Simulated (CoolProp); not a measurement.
Vapour-liquid equilibrium of cyclohexane (1) + p-xylene (2) at 423.6 K; x and y are mole fractions of (1).

Computed with CoolProp (multi-fluid Helmholtz-energy mixture model, Zhou 2014 and Zhou 2012; pair parameters Bell 2016).

```tsv
x	bubble pressure (MPa)	y at the bubble point	dew pressure at overall composition x (MPa)	liquid density (mol/L)
0.05	0.1650	0.192	0.1447	7.008
0.15	0.2150	0.431	0.1584	7.068
0.25	0.2614	0.576	0.1749	7.130
0.35	0.3048	0.675	0.1951	7.192
0.45	0.3459	0.748	0.2201	7.255
0.55	0.3853	0.807	0.2518	7.320
0.65	0.4236	0.857	0.2929	7.386
0.75	0.4614	0.901	0.3470	7.456
0.85	0.4994	0.942	0.4180	7.528
0.95	0.5382	0.981	0.5076	7.604
```

No azeotrope shows between x = 0.05 and 0.95.

Pair parameters are fitted to limited data, so mixtures are less certain than the pure fluids.
